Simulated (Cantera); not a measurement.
Charge: 1 mol HMDSO, 16 mol H₂O, 3.8 mol H₂, at 0.0960 bar.

These are equilibrium values from Cantera (NASA tables, ideal gas, pure condensed phases), not measurements of a reactor. Candidate condensed phases: C, C₆H₆, C₇H₈, C₈H₁₈, H₂O, Si, SiC, SiO₂; 123 gas species. The feed counts by its element totals alone. Equilibrium is a limit: real reactors are often held back by kinetics, nucleation or transport.

Question: At 675 K, list the 5 most abundant gas species with their mole fractions, and the condensed phases.

Answer: H₂ 0.412, H₂O 0.361, CH₄ 0.158, CO₂ 0.0627, CO 0.00598. Condensed: SiO₂(α-quartz).
